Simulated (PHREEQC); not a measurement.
0.083 g of hydrous ferric oxide (600 m²/g; 0.2 weak and 0.005 strong sites per Fe, Dzombak-Morel constants, diffuse double layer) in 1 kg of water with 0.005 mol/kgw of an inert sodium salt and 6.9e-05 mol/kgw NaF, at 25 °C; the pH is set by adding NaOH or the inert anion's acid. O2 is buffered at 0.21 atm. The system is closed to CO2. Nothing may precipitate in this run.

Computed with PHREEQC (ion-association model, wateq4f.dat).

### Question
Predict surface charge σ (C/m²), surface potential ψ (mV) at pH = 4, 5.5, 8, 9.5, 10.

### Answer
| pH | surface charge σ (C/m²) | surface potential ψ (mV) |
|---|---|---|
| 4 | 0.132 | 177 |
| 5.5 | 0.048 | 125 |
| 8 | 0.001 | 6 |
| 9.5 | -0.018 | -77 |
| 10 | -0.031 | -103 |

Species that the database lacks are ignored. The oxide is taken as insoluble; below pH 4 it would dissolve.
